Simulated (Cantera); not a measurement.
## Metals in furnace atmospheres: Pb + CO + H2

Feed: 1 mol Pb, 0.18 mol CO, a varied amount of H2, at 1250 °C and 0.133 bar.

These are equilibrium values from Cantera (NASA tables, ideal gas, pure condensed phases), not measurements of a reactor. Candidate condensed phases: C, C6H6, C7H8, C8H18, H2O, Pb, PbO, PbO2, Pb3O4; 113 gas species. Rates play no part.

At 2.1 mol H2 the condensed part is Pb(l). From 3.5 mol H2 to 18 mol H2 nothing is condensed. The main Pb-bearing gas is Pb throughout.

```tsv
n(H2) (mol)	x H2	x Pb	x CO	x Pb2	x H	x CH4	x H2O	x CO2	n Pb(l)
2.1	0.709	0.229	0.0608	0.000111	5.34e-5	3.61e-5	3.59e-5	1.15e-6	0.320
3.5	0.748	0.214	0.0384	9.62e-5	5.48e-5	3.09e-5	3.10e-5	5.93e-7	0
4.8	0.803	0.167	0.0301	5.90e-5	5.68e-5	3.04e-5	3.05e-5	4.25e-7	0
6.2	0.840	0.135	0.0244	3.87e-5	5.81e-5	2.93e-5	2.94e-5	3.17e-7	0
7.5	0.864	0.115	0.0207	2.80e-5	5.89e-5	2.82e-5	2.83e-5	2.52e-7	0
8.9	0.883	0.0992	0.0178	2.08e-5	5.96e-5	2.70e-5	2.71e-5	2.04e-7	0
10	0.894	0.0894	0.0161	1.69e-5	6.00e-5	2.61e-5	2.62e-5	1.76e-7	0
12	0.910	0.0759	0.0136	1.21e-5	6.05e-5	2.47e-5	2.48e-5	1.38e-7	0
13	0.917	0.0705	0.0127	1.05e-5	6.07e-5	2.41e-5	2.42e-5	1.24e-7	0
14	0.922	0.0659	0.0118	9.16e-6	6.09e-5	2.35e-5	2.36e-5	1.13e-7	0
16	0.931	0.0582	0.0105	7.15e-6	6.12e-5	2.24e-5	2.25e-5	9.40e-8	0
17	0.935	0.0550	0.00988	6.38e-6	6.13e-5	2.19e-5	2.20e-5	8.65e-8	0
18	0.938	0.0521	0.00936	5.74e-6	6.14e-5	2.14e-5	2.15e-5	8.00e-8	0
```
x: gas mole fraction; n: condensed amount in mol.
